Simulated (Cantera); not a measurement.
A closed system holds: 1 mol PbO, 6.9 mol CO, 8.3 mol N2, at 1275 °C and 0.100 bar.

Cantera equilibrium calculation (NASA polynomials, part measured and part estimated; ideal gas, pure solids and liquids). Candidate condensed phases: C, Pb, PbO, PbO2, Pb3O4; 27 gas species. Rates play no part.

Question: What is the equilibrium state?

Answer: 
| Property | Value |
|---|---|
| x(N2) | 0.512 |
| x(CO) | 0.364 |
| x(CO2) | 0.0617 |
| x(Pb) | 0.0617 |
| x(PbO) | 1.52e-5 |
| x(Pb2) | 5.57e-6 |
| gas amount | 16.20 mol |
| log10 activity of Pb(l) (absent) | -0.80 |
| log10 activity of C(graphite) (absent) | -4.02 |
